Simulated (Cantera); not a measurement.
An isothermal, constant-pressure homogeneous reactor starts with CO : O₂ : H₂O : N₂ = 0.029 : 0.0087 : 0.0016 : 1 (molar parts), equivalence ratio 1.7, at 1125 K and 3.75 atm.

Detailed kinetics in Cantera: GRI-Mech 3.0 (53 species, 325 reactions).

Q: Predict: x(CO) at 3.00 s; x(O₂) at 3.00 s; x(H₂O) at 3.00 s; x(NO) at 3.00 s.

A: 
```json
{
 "x(CO) at 3.00 s": "0.0109 (gas-phase equilibrium 0.0107)",
 "x(O₂) at 3.00 s": "1.49e-9 (gas-phase equilibrium <1e-12)",
 "x(H₂O) at 3.00 s": "0.00116 (gas-phase equilibrium 0.000997)",
 "x(NO) at 3.00 s": "2.52e-8 (gas-phase equilibrium <1e-12)"
}
```
